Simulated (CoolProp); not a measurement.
Computed with CoolProp (reference Helmholtz-energy equation of state, Zhou 2012).

Q: For p-xylene, give the phase and the speed of sound (m/s), Joule-Thomson coefficient (K/MPa), expansivity (1/kK), viscosity (µPa s) at 346.85 °C and 1.63 MPa; 346.85 °C and 4.07 MPa.

A: 
- 346.85 °C and 1.63 MPa: gas; speed of sound 184, Joule-Thomson coefficient 9.80, expansivity 3.20, viscosity 13.9
- 346.85 °C and 4.07 MPa: supercritical; speed of sound 143, Joule-Thomson coefficient 5.59, expansivity 18.6, viscosity 52.9

Viscosity comes from a separate model (Balogun 2015).
